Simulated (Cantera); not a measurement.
Feed: 1 mol borazine, 6.8 mol O2, 1.8 mol H2, equilibrated at 1950 K and 11.3 Torr.

Cantera equilibrium calculation (NASA polynomials, part measured and part estimated; ideal gas, pure solids and liquids). Candidate condensed phases: B, BN, B2O3, B3O3H3, H2O; 39 gas species. The feed counts by its element totals alone. Kinetics and transport are ignored.

Base state: H2O 0.346, HBO2 0.256, O2 0.209, N2 0.148, B2O3 0.0182, OH 0.00846, BO2 0.00756, NO 0.00288 (mole fractions); condensed: gas only.

What changes in the equilibrium state with this change: temperature from 1950 K to 2375 K?


| species | before | after |
|---|---|---|
| H2O | 0.346 | 0.306 |
| HBO2 | 0.256 | 0.201 |
| O2 | 0.209 | 0.180 |
| OH | 0.00846 | 0.0461 |
| H | 0.000326 | 0.0156 |
| O | 0.00169 | 0.0263 |
| H2 | 0.00121 | 0.0185 |
| BO2 | 0.00756 | 0.0364 |
| B2O3 | 0.0182 | 0.0228 |
| N2 | 0.148 | 0.139 |
| BO | 1.70e-5 | 0.00181 |
| HBO | 4.16e-6 | 0.000201 |
| NO | 0.00288 | 0.00709 |
